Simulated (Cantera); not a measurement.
Source: NASA polynomial tables (part measured, part estimated), evaluated in Cantera. Values are per mole of reaction as written; species without (g) are pure solids or liquids, kept so even where they would boil at 1 bar.

2 Si(g) + CO₂(g) ⇌ C + 2 SiO(g)

| T (K) | ΔH° (kJ) | ΔS° (J/K) | ΔG° (kJ) | log10 K |
|---|---|---|---|---|
| 2150 | -716.1 | -132.6 | -431.0 | 10.47 |
| 2250 | ? | ? | ? | ? |
| 2350 | -717.1 | -133.0 | -404.4 | 8.99 |
| 2450 | -717.6 | -133.3 | -391.1 | 8.34 |
| 2550 | -718.1 | -133.5 | -377.8 | 7.74 |
| 2650 | -718.6 | -133.7 | -364.4 | 7.18 |
| 2750 | -719.2 | -133.9 | -351.0 | 6.67 |
| 2850 | ? | ? | ? | ? |

Fill in the missing entries.


- 2250, ΔH° (kJ): -716.6
- 2250, ΔS° (J/K): -132.8
- 2250, ΔG° (kJ): -417.7
- 2250, log10 K: 9.70
- 2850, ΔH° (kJ): -719.7
- 2850, ΔS° (J/K): -134.1
- 2850, ΔG° (kJ): -337.6
- 2850, log10 K: 6.19
